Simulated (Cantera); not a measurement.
An adiabatic, constant-volume homogeneous reactor starts with CO : H₂ : O₂ : N₂ = 1 : 0.56 : 2.44 : 9.16 (molar parts), equivalence ratio 0.32, at 1750 K and 0.460 bar. Integrator tolerance rtol = 1e-08.

Cantera simulation using GRI-Mech 3.0 (53 species, 325 reactions); the numbers are that mechanism's predictions, not measurements.

**Question.** What does this change do: H2 0.56 to 0.45 parts?

**Answer.** 
| quantity | before | after |
|---|---|---|
| time of steepest temperature rise | 30.2 µs | 33.6 µs |
| temperature at 0.800 s | 2537 K | 2509 K |
| equilibrium temperature | 2537 K | 2509 K |
| x(CO) at 0.800 s | 0.0110 (gas-phase equilibrium 0.0110) | 0.00962 (gas-phase equilibrium 0.00962) |
| x(H₂) at 0.800 s | 0.000972 (gas-phase equilibrium 0.000972) | 0.000677 (gas-phase equilibrium 0.000677) |
| x(O₂) at 0.800 s | 0.123 (gas-phase equilibrium 0.123) | 0.129 (gas-phase equilibrium 0.129) |
| x(O) at 0.800 s | 0.00767 (gas-phase equilibrium 0.00767) | 0.00687 (gas-phase equilibrium 0.00687) |
| x(NO) at 0.800 s | 0.0180 (gas-phase equilibrium 0.0180) | 0.0176 (gas-phase equilibrium 0.0176) |
| x(H₂O) at 0.800 s | 0.0382 (gas-phase equilibrium 0.0382) | 0.0309 (gas-phase equilibrium 0.0309) |
| x(NO₂) at 0.800 s | 9.41e-6 (gas-phase equilibrium 9.41e-6) | 9.61e-6 (gas-phase equilibrium 9.61e-6) |

**Question.** What does this change do: initial temperature 1750 to 1125 K?

**Answer.** 
```
quantity                                                              before                                      after
---------------------------------  -----------------------------------------  -----------------------------------------
time of steepest temperature rise                                    30.2 µs                                   0.245 ms
temperature at 0.800 s                                                2537 K                                     2190 K
equilibrium temperature                                               2537 K                                     2189 K
x(CO) at 0.800 s                       0.0110 (gas-phase equilibrium 0.0110)    0.00136 (gas-phase equilibrium 0.00135)
x(H₂) at 0.800 s                   0.000972 (gas-phase equilibrium 0.000972)  0.000142 (gas-phase equilibrium 0.000142)
x(O₂) at 0.800 s                         0.123 (gas-phase equilibrium 0.123)        0.129 (gas-phase equilibrium 0.129)
x(O) at 0.800 s                      0.00767 (gas-phase equilibrium 0.00767)  0.000998 (gas-phase equilibrium 0.000991)
x(NO) at 0.800 s                       0.0180 (gas-phase equilibrium 0.0180)    0.00894 (gas-phase equilibrium 0.00934)
x(H₂O) at 0.800 s                      0.0382 (gas-phase equilibrium 0.0382)      0.0435 (gas-phase equilibrium 0.0435)
x(NO₂) at 0.800 s                    9.41e-6 (gas-phase equilibrium 9.41e-6)    8.29e-6 (gas-phase equilibrium 8.67e-6)
```

**Question.** What does this change do: N2 9.16 to 6.7 parts?

**Answer.** 
```tsv
quantity	before	after
time of steepest temperature rise	30.2 µs	24.7 µs
temperature at 0.800 s	2537 K	2625 K
equilibrium temperature	2537 K	2625 K
x(CO) at 0.800 s	0.0110 (gas-phase equilibrium 0.0110)	0.0178 (gas-phase equilibrium 0.0178)
x(H₂) at 0.800 s	0.000972 (gas-phase equilibrium 0.000972)	0.00153 (gas-phase equilibrium 0.00153)
x(O₂) at 0.800 s	0.123 (gas-phase equilibrium 0.123)	0.153 (gas-phase equilibrium 0.153)
x(O) at 0.800 s	0.00767 (gas-phase equilibrium 0.00767)	0.0127 (gas-phase equilibrium 0.0127)
x(NO) at 0.800 s	0.0180 (gas-phase equilibrium 0.0180)	0.0220 (gas-phase equilibrium 0.0220)
x(H₂O) at 0.800 s	0.0382 (gas-phase equilibrium 0.0382)	0.0454 (gas-phase equilibrium 0.0454)
x(NO₂) at 0.800 s	9.41e-6 (gas-phase equilibrium 9.41e-6)	1.19e-5 (gas-phase equilibrium 1.19e-5)
```
